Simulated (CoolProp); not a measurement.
Vapour-liquid equilibrium of R227EA (1) + n-butane (2) at 335.4 K; x and y are mole fractions of (1).

Values from CoolProp's multi-fluid Helmholtz-energy mixture model, Lemmon 2016 and Bücker 2006; pair parameters Bell 2016.

```csv
x,bubble pressure (bar),y at the bubble point,dew pressure at overall composition x (bar),liquid density (mol/L)
0.05,8.244,0.191,7.087,8.882
0.2,10.98,0.427,8.333,8.395
0.35,12.28,0.526,9.976,7.956
0.5,13.01,0.599,11.96,7.590
0.65,13.41,0.678,13.31,7.320
0.8,13.40,0.782,13.36,7.154
0.95,12.80,0.933,12.70,7.083
```

y crosses x between x = 0.65 and 0.8: the model has an azeotrope there.

The pair parameters rest on a limited set of measurements; away from them the model extrapolates.
